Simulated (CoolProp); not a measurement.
R141b at 495 K and 0.576 MPa flows at 0.07 m/s in a round tube of 12.7 mm bore and 1.5 µm roughness, fully developed (64/Re and Nu = 3.66 if laminar; Colebrook and Gnielinski if turbulent). Each further row changes one setting.

Values from CoolProp's reference Helmholtz-energy equation of state, Lemmon 2006. It is a short technical equation, of lower accuracy than the large ones.

| case | Reynolds number | Darcy friction factor | pressure drop (Pa/m) | heat-transfer coefficient (W/(m² K)) | mass flow (kg/h) |
|---|---|---|---|---|---|
| as stated | [?] | 0.0651 | [?] | 8.35 | [?] |
| velocity 0.14 m/s | 1970 | 0.0325 | [?] | 8.35 | [?] |
| diameter 25.4 mm | 1970 | 0.0325 | [?] | [?] | 2.18 |

Problem. Complete the blanks.

Solution. 
- as stated, Reynolds number: 983
- as stated, pressure drop (Pa/m): 0.214
- as stated, mass flow (kg/h): 0.545
- velocity 0.14 m/s, pressure drop (Pa/m): 0.428
- velocity 0.14 m/s, mass flow (kg/h): 1.09
- diameter 25.4 mm, pressure drop (Pa/m): 0.0536
- diameter 25.4 mm, heat-transfer coefficient (W/(m² K)): 4.17

Viscosity comes from a separate model (Huber 2003), an estimate that may be off by 10 % or more. Thermal conductivity comes from a separate model (Huber 2003), an estimate that may be off by 10 % or more.
